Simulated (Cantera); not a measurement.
What does this Cantera script print?

```python
import numpy as np
import cantera as ct

gas_names = """
    Fe FeO Fe(OH)2 H HO2 H2 H2O H2O2 O OH O2 O3
""".split()
cond_names = """
    Fe(a) Fe(c) Fe(d) Fe(L) FeO(s) FeO(L) Fe(OH)2(s) Fe(OH)3(s) Fe2O3(s) Fe3O4(s) H2O(s) H2O(L)
""".split()


# ... load() reads the species with a 1 bar reference pressure and builds the phases ...
atoms = {
    'Fe2O3': {'Fe': 2, 'O': 3},
    'H2': {'H': 2},
    'H2O': {'H': 2, 'O': 1},
}
top_T = {'Fe2O3(s)': 1830, 'Fe3O4(s)': 1870}  # K; cautious upper limits of use, not melting points


# ... equilibrate(T, P, feed) seeds the gas with the atoms and calls Mixture.equilibrate('TP', solver="vcs", rtol=1e-11, max_steps=5000) ...
results = []
feed = {'Fe2O3': 1, 'H2': 3.5, 'H2O': 2.6}  # mol
T = 1523  # K
P = 13000  # Pa
mix = equilibrate(T, P, feed)
results.append((T, P, feed, dict(zip(mix.species_names, mix.species_moles))))
print(gas.report(threshold=1e-05))
for i in range(1, mix.n_phases):
    print(f"{mix.phase(i).name:16s} {mix.phase_moles(i):12.5e} mol")
```

It prints:

```
       temperature   1523 K
          pressure   13000 Pa
           density   0.011764 kg/m^3
  mean mol. weight   11.459 kg/kmol
   phase of matter   gas

                          1 kg             1 kmol
                     ---------------   ---------------
          enthalpy        -8.587e+06       -9.8395e+07  J
   internal energy       -9.6921e+06       -1.1106e+08  J
           entropy             21336        2.4449e+05  J/K
    Gibbs function       -4.1082e+07       -4.7075e+08  J
 heat capacity c_p            3610.6             41372  J/K
 heat capacity c_v            2884.9             33058  J/K

                      mass frac. Y      mole frac. X     chem. pot. / RT
                     ---------------   ---------------   ---------------
           Fe(OH)2        8.9369e-05        1.1396e-05           -82.204
                 H        3.6098e-06        4.1035e-05            -10.79
                H2            0.0721           0.40981           -21.579
               H2O            0.9278           0.59014           -48.006
     [   +8 minor]        5.4301e-06          2.38e-06

Fe(c)             0.00000e+00 mol
FeO(s)            1.99993e+00 mol
Fe2O3(s)          0.00000e+00 mol
Fe3O4(s)          0.00000e+00 mol
```

Cantera equilibrium calculation (NASA polynomials, part measured and part estimated; ideal gas, pure solids and liquids). The tables' stoichiometric FeO is somewhat more stable than real wüstite, so its field is too wide. FeO: taken at fixed stoichiometry.
